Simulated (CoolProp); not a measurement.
A simple Rankine cycle with n-octane: condensing at 307.15 K, boiler at 1.27 MPa, turbine inlet 619 K, turbine efficiency 0.75, pump efficiency 0.7, no recuperator. Each further row changes one setting.

Model: reference Helmholtz-energy equation of state, Beckmüller 2019, in CoolProp.

| case | thermal efficiency (%) | net work (kJ/kg) | heat in (kJ/kg) | turbine exit temperature (K) | volume ratio over the turbine |
|---|---|---|---|---|---|
| as stated | 16.9 | 179 | 1060 | 545.3 | 429 |
| condensing temperature 299.15 K | 17.7 | 192 | 1080 | 540.7 | 655 |
| boiler pressure 0.889 MPa | 16.1 | 172 | 1070 | 551.3 | 288 |
| turbine efficiency 0.65 | 14.6 | 155 | 1060 | 554.3 | 436 |
